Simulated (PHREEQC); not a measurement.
# Copper plating or etch bath

Dissolve 0.14 mol/kgw Cu(NO3)2, 0.0018 mol/kgw HNO3 and 0.0013 mol/kgw FeCl3 at 25 °C. Closed to the air; pH follows from the charge balance.

All values are PHREEQC results (ion-association model, phreeqc.dat), not measurements.

This is a speciation only: nothing precipitates in the calculation.

### Question
What pH, specific conductance does the model give?

### Answer
pH 2.69; specific conductance 23600 µS/cm.

### Question
In which forms is Cl present?

### Answer
Cl- 91 %, CuCl+ 8.9 % of the Cl.

The solution is supersaturated, for example in Hematite (slow to form), Goethite (slow to form), so a real one may precipitate; this is no full list.
